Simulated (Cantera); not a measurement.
Input: 1 mol CO, 0.93 mol NH3, 4.9 mol N2, equilibrated at 875 K and 29.0 bar.

Cantera equilibrium calculation (NASA polynomials, part measured and part estimated; ideal gas, pure solids and liquids). Candidate condensed phases: C, C6H6, C7H8, C8H18, H2O; 136 gas species. Rates play no part.

Base state: N2 0.790, H2O 0.0691, H2 0.0561, CH4 0.0398, CO2 0.0339, CO 0.0104, NH3 0.000510 (mole fractions); condensed: C(graphite).

Q: What changes in the equilibrium state with this change: NH3 from 0.93 to 0.15 mol?

A: 
| species | before | after |
|---|---|---|
| N2 | 0.790 | 0.878 |
| CO2 | 0.0339 | 0.0695 |
| H2O | 0.0691 | 0.0226 |
| H2 | 0.0561 | 0.0128 |
| CH4 | 0.0398 | 0.00208 |
| CO | 0.0104 | 0.0149 |
| NH3 | 0.000510 | 5.89e-5 |
| C(graphite), mol | 0.429 | 0.510 |
